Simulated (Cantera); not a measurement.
Cantera run, input and output.

```python
import numpy as np
import cantera as ct

surf = ct.Interface("diamond.yaml", "diamond_100")
gas, bulk = surf.adjacent["gas"], surf.adjacent["diamond"]
k = surf.kinetics_species_index(bulk.species_names[0])
cover = ["c6HH", "c6H*", "c6*H", "c6**", "c6HM", "c6B"]

rows, drift = [], 0.0
print(f"{'T':>10s}{'um/h':>11s}" + "".join(f"{s:>11s}" for s in cover))
for v in [950, 1025, 1100, 1175, 1250, 1325, 1400]:
    T, P, xH, xCH3 = v, 10000, 0.00025, 0.00082
    gas.TPX = T, P, {"H": xH, "CH3": xCH3, "CH4": 0.019, "H2": 1 - xH - xCH3 - 0.019}
    surf.TP = bulk.TP = T, P
    surf.coverages = "c6H*:0.1, c6HH:0.9"
    surf.advance_coverages(100.0)
    before = surf.coverages
    surf.advance_coverages(100.0)
    drift = max(drift, np.max(np.abs(surf.coverages - before) / (surf.coverages + 1e-9)))
    rate = surf.net_production_rates[k] * bulk.mean_molecular_weight / bulk.density * 3.6e9
    rows.append([rate, *surf[cover].coverages])
    print(f"{v:10.4g}{rate:11.4e}" + "".join(f"{x:11.3e}" for x in rows[-1][1:]))
```

Result:

```
         T       um/h       c6HH       c6H*       c6*H       c6**       c6HM        c6B
       950 7.9410e+00  2.157e-01  4.328e-03  1.028e-01  1.024e-03  5.191e-01  2.155e-08
      1025 1.0793e+01  2.999e-01  9.525e-03  1.820e-01  2.465e-03  3.598e-01  2.929e-08
      1100 8.1810e+00  4.351e-01  1.998e-02  3.165e-01  5.378e-03  1.435e-01  2.220e-08
      1175 4.1913e+00  5.010e-01  2.963e-02  3.987e-01  7.920e-03  3.244e-02  1.137e-08
      1250 2.7409e+00  5.184e-01  3.563e-02  4.152e-01  9.184e-03  6.339e-03  7.438e-09
      1325 1.9459e+00  5.355e-01  3.952e-02  4.053e-01  9.833e-03  1.287e-03  5.280e-09
      1400 8.6087e-01  5.607e-01  4.197e-02  3.841e-01  9.896e-03  2.858e-04  2.336e-09
```

Detailed kinetics in Cantera: the Harris–Goodwin 1993 mechanism for the reconstructed diamond (100) surface.
